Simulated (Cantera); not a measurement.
A perfectly stirred reactor is fed with 9.80 % NH₃, 90.2 % N₂, at 0.987 atm; it is held at 1650 K, and followed from long to short residence time.

Cantera simulation using the gas-phase N/H chemistry of the illustrative SiF4/NH3 mechanism in the Surface Chemkin manual (1991); the numbers are that mechanism's predictions, not measurements. Walls and surfaces, which speed up NH3 decomposition in real reactors, are not modelled.

Predict: x(NH₃) at τ = 0.820 s; x(NH) at τ = 0.820 s; x(H₂) at τ = 0.820 s; x(N₂H₄) at τ = 0.820 s; x(N) at τ = 0.820 s; x(NH₃) at τ = 32.0 ms; x(NH) at τ = 32.0 ms; x(H₂) at τ = 32.0 ms; x(N₂H₄) at τ = 32.0 ms; x(N) at τ = 32.0 ms.


```
Property                  Value
----------------------  -------
x(NH₃) at τ = 0.820 s    0.0783
x(NH) at τ = 0.820 s    3.89e-7
x(H₂) at τ = 0.820 s     0.0269
x(N₂H₄) at τ = 0.820 s  2.04e-8
x(N) at τ = 0.820 s     2.12e-8
x(NH₃) at τ = 32.0 ms    0.0970
x(NH) at τ = 32.0 ms    2.47e-7
x(H₂) at τ = 32.0 ms    0.00140
x(N₂H₄) at τ = 32.0 ms  3.77e-8
x(N) at τ = 32.0 ms     2.02e-9
```
